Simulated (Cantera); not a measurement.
What does this Cantera script print?

```python
import numpy as np
import cantera as ct

gas_names = """
    H H2 Si SiH SiH2 SiH3 SiH4 Si2 Si3
""".split()
cond_names = """
    Si(cr) Si(L)
""".split()


# ... load() reads the species with a 1 bar reference pressure and builds the phases ...
atoms = {
    'SiH4': {'Si': 1, 'H': 4},
    'H2': {'H': 2},
}
top_T = {}  # K; cautious upper limits of use, not melting points


# ... equilibrate(T, P, feed) seeds the gas with the atoms and calls Mixture.equilibrate('TP', solver="vcs", rtol=1e-11, max_steps=5000) ...
results = []
feed = {'SiH4': 1, 'H2': 59}  # mol
P = 34000  # Pa
for T in [1925, 1975, 2025, 2075, 2125, 2175, 2225, 2275]:
    mix = equilibrate(T, P, feed)
    results.append((T, P, feed, dict(zip(mix.species_names, mix.species_moles))))
    x = sorted(zip(gas.X, gas.species_names), reverse=True)
    print(f"T = {T:g} K  P = {P:g} Pa  gas = {mix.phase_moles(0):.4g} mol")
    print("   x: " + "  ".join(f"{s} {v:.3e}" for v, s in x if v > 1e-06))
    print("   condensed (mol): " + ("  ".join(f"{mix.phase(i).name} {mix.phase_moles(i):.4g}"
          for i in range(1, mix.n_phases) if mix.phase_moles(i) > 1e-12) or "none"))
```

Result:

```
T = 1925 K  P = 34000 Pa  gas = 61.05 mol
   x: H2 9.982e-01  H 1.638e-03  SiH2 6.802e-05  Si 5.118e-05  SiH 2.428e-05
   condensed (mol): Si(L) 0.9911
T = 1975 K  P = 34000 Pa  gas = 61.08 mol
   x: H2 9.974e-01  H 2.344e-03  Si 9.507e-05  SiH2 9.170e-05  SiH 3.985e-05
   condensed (mol): Si(L) 0.986
T = 2025 K  P = 34000 Pa  gas = 61.11 mol
   x: H2 9.963e-01  H 3.295e-03  Si 1.712e-04  SiH2 1.217e-04  SiH 6.380e-05  Si2 1.884e-06
   condensed (mol): Si(L) 0.9779
T = 2075 K  P = 34000 Pa  gas = 61.16 mol
   x: H2 9.949e-01  H 4.556e-03  Si 2.996e-04  SiH2 1.593e-04  SiH 9.978e-05  Si2 3.696e-06
   condensed (mol): Si(L) 0.9652
T = 2125 K  P = 34000 Pa  gas = 61.23 mol
   x: H2 9.929e-01  H 6.206e-03  Si 5.106e-04  SiH2 2.057e-04  SiH 1.527e-04  Si2 7.018e-06  Si3 1.418e-06
   condensed (mol): Si(L) 0.9456
T = 2175 K  P = 34000 Pa  gas = 61.32 mol
   x: H2 9.903e-01  H 8.331e-03  Si 8.486e-04  SiH2 2.623e-04  SiH 2.289e-04  Si2 1.293e-05  Si3 2.554e-06
   condensed (mol): Si(L) 0.9157
T = 2225 K  P = 34000 Pa  gas = 61.44 mol
   x: H2 9.869e-01  H 1.104e-02  Si 1.378e-03  SiH 3.367e-04  SiH2 3.304e-04  Si2 2.316e-05  Si3 4.475e-06
   condensed (mol): Si(L) 0.8706
T = 2275 K  P = 34000 Pa  gas = 61.6 mol
   x: H2 9.824e-01  H 1.443e-02  Si 2.190e-03  SiH 4.864e-04  SiH2 4.113e-04  Si2 4.041e-05  Si3 7.642e-06
   condensed (mol): Si(L) 0.8033
```

Method: chemical equilibrium by Gibbs-energy minimisation in Cantera with the NASA 1993 tables (ideal gas, pure condensed phases). Gases not in the tables: Si2H6 and higher silanes.
